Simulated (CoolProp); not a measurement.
A simple Rankine cycle with ammonia: condensing at 313.15 K, boiler at 6.8 MPa, turbine inlet 392.4 K, turbine efficiency 0.6, pump efficiency 0.8, no recuperator. Each further row changes one setting.

Values from CoolProp's reference Helmholtz-energy equation of state, Gao 2020.

| case | thermal efficiency (%) | net work (kJ/kg) | heat in (kJ/kg) | turbine exit temperature (K) | volume ratio over the turbine |
|---|---|---|---|---|---|
| as stated | 8.4 | 94.6 | 1120 | 313.1 | 4.05 |
| turbine inlet 412.4 K | 8.8 | [?] | 1210 | [?] | 3.77 |
| condensing temperature 305.15 K | [?] | 109 | [?] | 305.2 | 5.03 |
| boiler pressure 4.76 MPa | 7.0 | [?] | 1210 | 322.0 | [?] |
| turbine efficiency 0.5 | [?] | 77.0 | 1120 | 313.1 | [?] |

Question: Some entries are withheld; supply them.

Answer: 
- turbine inlet 412.4 K, net work (kJ/kg): 107
- turbine inlet 412.4 K, turbine exit temperature (K): 315.3
- condensing temperature 305.15 K, thermal efficiency (%): 9.4
- condensing temperature 305.15 K, heat in (kJ/kg): 1160
- boiler pressure 4.76 MPa, net work (kJ/kg): 85.4
- boiler pressure 4.76 MPa, volume ratio over the turbine: 2.72
- turbine efficiency 0.5, thermal efficiency (%): 6.9
- turbine efficiency 0.5, volume ratio over the turbine: 4.12

The expansion ends wet for: as stated; condensing temperature 305.15 K; turbine efficiency 0.5.
